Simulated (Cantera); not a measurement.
## Ta(OEt)5 + H2O + H2 (tantalum, niobium, vanadium and zirconium in process gases)

A closed system holds: 1 mol Ta(OEt)5, a varied amount of H2O, 460 mol H2, at 2248.15 K and 2800 Pa.

Method: chemical equilibrium by Gibbs-energy minimisation in Cantera with the NASA 1993 tables (ideal gas, pure condensed phases). Candidate condensed phases: C, C6H6, C7H8, C8H18, H2O, Ta, TaC, Ta2O5; 113 gas species. The feed counts by its element totals alone. Mutual solubility and eutectic melting of coexisting phases are not modelled. TaC: taken at fixed stoichiometry. Condensed phases not in the tables: Ta2C, N, O or C dissolved in the metal. Equilibrium is a limit: real reactors are often held back by kinetics, nucleation or transport.

From 1 mol H2O to 3.6 mol H2O the condensed part is TaC(s). At 4.9 mol H2O the condensed part is Ta(s) + TaC(s). At 6.7 mol H2O the condensed part is Ta(s). From 9.2 mol H2O to 13 mol H2O the condensed part is Ta2O5(l).

```csv
n(H2O) (mol),x H2,x H,x CO,x H2O,x C2H2 (acetylene),x TaO2,x TaO,x OH,n TaC(s),n Ta(s),n Ta2O5(l)
1,0.942,0.0426,0.0122,1.60e-8,0.00304,<1e-12,<1e-12,1.09e-10,1.00,0,0
1.4,0.942,0.0426,0.0130,1.83e-8,0.00263,<1e-12,<1e-12,1.24e-10,1.00,0,0
1.9,0.941,0.0426,0.0140,2.19e-8,0.00212,<1e-12,1.06e-12,1.49e-10,1.00,0,0
2.6,0.941,0.0426,0.0154,2.95e-8,0.00141,<1e-12,1.74e-12,2.00e-10,1.00,0,0
3.6,0.940,0.0426,0.0174,6.23e-8,0.000401,<1e-12,6.91e-12,4.23e-10,1.00,0,0
4.9,0.938,0.0425,0.0198,4.63e-5,9.42e-10,1.83e-7,3.35e-6,3.15e-7,0.125,0.873,0
6.7,0.935,0.0425,0.0200,0.00230,<1e-12,0.000454,0.000167,1.57e-5,0,0.689,0
9.2,0.932,0.0424,0.0199,0.00434,<1e-12,0.00127,0.000247,2.96e-5,0,0,0.118
13,0.926,0.0423,0.0197,0.0112,<1e-12,0.000789,5.88e-5,7.67e-5,0,0,0.285
```
x: gas mole fraction; n: condensed amount in mol.
